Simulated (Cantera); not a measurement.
**Hydrocarbon pyrolysis for carbon deposition**

An isothermal, constant-pressure homogeneous reactor starts with 6.25 % CH₄, 93.8 % N₂, at 1850 K and 100.0 Torr.

Model: GRI-Mech 3.0 (53 species, 325 reactions), integrated in Cantera. GRI-Mech 3.0 stops at C3 and has no aromatics, soot or wall deposition, so with more carbon than oxygen in the feed, carbon stays in small species such as C2H2 where larger ones or solid carbon would form.

| t (s) | x CH₄ | x C₂H₄ | x HCN | x H | x CH₂ | x C₂H₆ | x CH₃ |
|---|---|---|---|---|---|---|---|
| 0.000400 | 0.0618 | 2.94e-5 | 1.62e-10 | 3.37e-6 | 2.85e-7 | 2.76e-6 | 0.000570 |
| 0.00114 | 0.0595 | 0.000585 | 5.32e-9 | 1.38e-5 | 1.67e-6 | 2.33e-5 | 0.00150 |
| 0.00325 | 0.0434 | 0.00361 | 3.08e-7 | 8.67e-5 | 4.72e-6 | 5.59e-5 | 0.00228 |
| 0.00928 | 0.0186 | 0.000701 | 2.77e-6 | 0.000198 | 3.20e-6 | 1.29e-5 | 0.00113 |
| 0.0265 | 0.00582 | 7.49e-5 | 8.60e-6 | 0.000297 | 1.65e-6 | 1.69e-6 | 0.000426 |
| 0.0755 | 0.00145 | 1.08e-5 | 1.79e-5 | 0.000382 | 6.44e-7 | 1.43e-7 | 0.000129 |
| 0.215 | 0.000375 | 6.05e-6 | 2.90e-5 | 0.000425 | 2.05e-7 | 1.11e-8 | 3.65e-5 |
| 0.615 | 0.000111 | 5.73e-6 | 4.04e-5 | 0.000438 | 6.42e-8 | 1.03e-9 | 1.10e-5 |
| 1.75 | 3.78e-5 | 5.71e-6 | 5.15e-5 | 0.000440 | 2.22e-8 | 1.38e-10 | 3.79e-6 |
| 5.00 | 2.09e-5 | 5.71e-6 | 6.49e-5 | 0.000441 | 1.23e-8 | 5.56e-11 | 2.10e-6 |
x: mole fraction; the columns are a selection and need not sum to one.

Equilibrium at this temperature and pressure: CH₄ 1.10e-5, C₂H₄ 1.21e-6, HCN 0.0464, H 0.000441, CH₂ 6.50e-9, C₂H₆ 1.42e-11, CH₃ 1.11e-6 (gas phase only).
